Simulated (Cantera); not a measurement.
Input (Python, Cantera) and output of one run.

```python
import numpy as np
import cantera as ct

gas_names = [...]  # 110 gases of nasa_gas.yaml made of C, H, O
cond_names = """
    C(gr) C6H6(L) C7H8(L) C8H18(L),n-octa H2O(s) H2O(L)
""".split()


# ... load() reads the species with a 1 bar reference pressure and builds the phases ...
atoms = {
    'C6H6': {'C': 6, 'H': 6},
    'H2O': {'H': 2, 'O': 1},
    'O2': {'O': 2},
}
top_T = {'C(gr)': 4500}  # K; cautious upper limits of use, not melting points


# ... equilibrate(T, P, feed) seeds the gas with the atoms and calls Mixture.equilibrate('TP', solver="vcs", rtol=1e-11, max_steps=5000) ...
results = []
feed = {'C6H6': 1, 'H2O': 0.041, 'O2': 0.024}  # mol
P = 101325  # Pa
for T in [1050, 1150, 1250, 1350, 1450, 1550, 1650, 1750, 1850]:
    mix = equilibrate(T, P, feed)
    results.append((T, P, feed, dict(zip(mix.species_names, mix.species_moles))))

top = {s: max(r[3][s] / sum(r[3][g] for g in gas_names) for r in results) for s in gas_names}
cols = sorted((s for s in top if top[s] > 0.0001), key=lambda s: -top[s])[:8]
seen = [c for c in cond_names if any(r[3].get(c, 0) > 1e-12 for r in results)]
print("log10 of partial pressures in bar; condensed amounts in mol")
print(f"{'T/K':>10s}" + "".join(f"{s[:9]:>10s}" for s in cols + seen))
for T, P, feed, n in results:
    ng = sum(n[g] for g in gas_names)
    print(f"{T:10.4g}" + "".join(f"{np.log10(max(n[s] / ng * P / 1e5, 1e-99)):10.3f}" for s in cols)
          + "".join(f"{n.get(c, 0):10.4g}" for c in seen))
```

It prints:

```
log10 of partial pressures in bar; condensed amounts in mol
       T/K        H2       CH4        CO       H2O         H C2H2,acet       CO2     C(gr)
      1050    -0.030    -1.302    -1.590    -2.361    -8.106    -8.413    -3.850     5.778
      1150    -0.017    -1.664    -1.551    -2.896    -7.136    -7.429    -4.506     5.849
      1250    -0.012    -1.982    -1.542    -3.376    -6.321    -6.610    -5.101      5.88
      1350    -0.009    -2.258    -1.541    -3.792    -5.628    -5.916    -5.616     5.895
      1450    -0.008    -2.498    -1.540    -4.151    -5.028    -5.320    -6.060     5.901
      1550    -0.008    -2.707    -1.540    -4.464    -4.506    -4.802    -6.444     5.905
      1650    -0.007    -2.891    -1.540    -4.739    -4.045    -4.348    -6.779     5.907
      1750    -0.007    -3.054    -1.540    -4.982    -3.637    -3.947    -7.073     5.908
      1850    -0.007    -3.199    -1.540    -5.197    -3.272    -3.590    -7.334     5.907
```

These are equilibrium values from Cantera (NASA tables, ideal gas, pure condensed phases), not measurements of a reactor.
